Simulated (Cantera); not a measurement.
Source: NASA polynomial tables (part measured, part estimated), evaluated in Cantera. Values are per mole of reaction as written; species without (g) are pure solids or liquids, kept so even where they would boil at 1 bar.

### Question
Between 1675 and 1900 K, where is each reaction favourable under standard conditions?
- 8 Cl(g) + C3H8(g) = 3 C + 8 HCl(g)

### Answer
- 8 Cl(g) + C3H8(g) = 3 C + 8 HCl(g): ΔG° is -1445 kJ at 1675 K and -1418 kJ at 1900 K; it stays negative (K > 1). ΔH° is -1650 kJ and ΔS° -122 J/K at 1900 K.
